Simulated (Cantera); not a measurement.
A freely propagating, adiabatic, planar premixed flame of CH4 : H2 : O2 : N2 = 1 : 1.4 : 1.93 : 7.33 (molar parts), equivalence ratio 1.4, unburnt at 573 K and 3680 Torr; mixture-averaged transport, grid criteria slope 0.08 and curve 0.16, no radiation.

Computed with Cantera and GRI-Mech 3.0 (53 species, 325 reactions). Burning velocities carry a grid error of a few per cent, more on coarse grids.

Problem. How do the results move with these cheaper or finer settings: unity-Lewis-number transport; multicomponent transport; multicomponent+Soret transport; grid criteria slope 0.5, curve 1; grid criteria slope 0.25, curve 0.5; grid criteria slope 0.03, curve 0.06?

Solution. 
```tsv
setting	laminar burning velocity	thermal thickness	peak x(HCO)	peak x(OH)	grid points
as above	75.4 cm/s	0.110 mm	1.81e-5	0.00193	148
unity-Lewis-number transport	55.5 cm/s	0.140 mm	1.20e-5	0.00193	137
multicomponent transport	75.2 cm/s	0.111 mm	1.81e-5	0.00192	148
multicomponent+Soret transport	76.4 cm/s	0.107 mm	1.93e-5	0.00213	154
grid criteria slope 0.5, curve 1	86.8 cm/s	0.117 mm	1.99e-5	0.00240	35
grid criteria slope 0.25, curve 0.5	79.0 cm/s	0.112 mm	1.87e-5	0.00208	60
grid criteria slope 0.03, curve 0.06	73.9 cm/s	0.110 mm	1.78e-5	0.00185	353
```
The base run took very roughly 4 core-seconds.
Unity Lewis numbers drop preferential diffusion, which matters most where H2 and H carry the flame; Soret adds thermal diffusion.
